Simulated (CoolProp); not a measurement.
Values from CoolProp's reference Helmholtz-energy equation of state, Lemmon 2016.

Problem. Give the vapour pressure (bar), liquid density (kg/m³), enthalpy of vaporisation (kJ/kg), vapour Z of saturated R115 at -23.65 °C.

Solution. 
```csv
T (°C),p (bar),liquid density (kg/m³),enthalpy of vaporisation (kJ/kg),vapour Z
-23.65,1.93,1490,119,0.932
```
